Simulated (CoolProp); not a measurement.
A closed Brayton cycle with carbon dioxide: compressor inlet 308.15 K and 8.9 MPa, high pressure 22.2 MPa, turbine inlet 785 K, compressor efficiency 0.8, turbine efficiency 0.9, recuperator effectiveness 0.95 (on enthalpy, no pinch check). Each further row changes one setting.

Computed with CoolProp (reference Helmholtz-energy equation of state, Span 1996).

```csv
case,thermal efficiency (%),net work (kJ/kg),compressor to turbine work,compressor exit (K),turbine exit (K)
as stated,34.9,90.7,0.20,335.0,678.4
turbine inlet 735 K,33.0,82.2,0.22,335.0,632.3
compressor inlet 318.15 K,33.7,75.0,0.34,381.4,678.4
high pressure 18.9 MPa,32.9,77.4,0.19,329.5,696.8
recuperator effectiveness 0.5,20.1,90.7,0.20,335.0,678.4
```
